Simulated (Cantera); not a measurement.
A perfectly stirred reactor is fed with 23.1 % H₂, 9.61 % O₂, 67.3 % N₂, equivalence ratio 1.2, at 0.543 atm; it is adiabatic with a 550 K inlet, and is followed from long to short residence time, starting on the burning branch (τ in s: 0.042, 0.019, 0.0087, 0.004, 0.0018, 0.00081, 0.00037, 0.00017, 7.6e-05, 3.5e-05, 1.6e-05, 7.1e-06, 3.2e-06).

Cantera simulation using the H2/O2 subset of GRI-Mech 3.0, which has no nitrogen chemistry; the numbers are that mechanism's predictions, not measurements.

x: mole fraction; the columns are a selection and need not sum to one.

```tsv
τ (s)	T (K)	x H₂	x O₂	x H₂O	x H₂O₂	x H	x OH	x O
0.042	1941	0.0420	0.000576	0.208	?	0.00548	0.00242	0.000237
0.019	1912	0.0423	0.00106	0.205	?	0.00785	0.00321	0.000451
0.0087	1872	0.0429	0.00184	0.202	?	0.0111	0.00407	0.000811
0.0040	1815	0.0437	0.00302	0.197	?	0.0157	0.00487	0.00137
0.0018	1739	0.0447	0.00468	0.191	?	0.0220	0.00545	0.00218
0.00081	1643	0.0458	0.00686	0.184	?	0.0302	0.00559	0.00319
0.00037	1533	0.0471	0.00966	0.176	?	0.0397	0.00519	0.00420
0.00017	1408	0.0510	0.0139	0.166	?	0.0488	0.00429	0.00493
7.6e-5	1253	0.0705	0.0248	0.144	?	0.0502	0.00291	0.00465
3.5e-5	550	0.231	0.0961	<1e-12	<1e-12	<1e-12	<1e-12	<1e-12
1.6e-5	550	0.231	0.0961	<1e-12	<1e-12	<1e-12	<1e-12	<1e-12
7.1e-6	550	0.231	0.0961	<1e-12	<1e-12	<1e-12	<1e-12	<1e-12
3.2e-6	550	0.231	0.0961	<1e-12	<1e-12	<1e-12	<1e-12	<1e-12
```

Problem. Complete the blanks.

Solution. 
- 0.042, x H₂O₂: 3.87e-8
- 0.019, x H₂O₂: 6.33e-8
- 0.0087, x H₂O₂: 1.02e-7
- 0.0040, x H₂O₂: 1.67e-7
- 0.0018, x H₂O₂: 2.86e-7
- 0.00081, x H₂O₂: 4.98e-7
- 0.00037, x H₂O₂: 8.35e-7
- 0.00017, x H₂O₂: 1.20e-6
- 7.6e-5, x H₂O₂: 1.37e-6
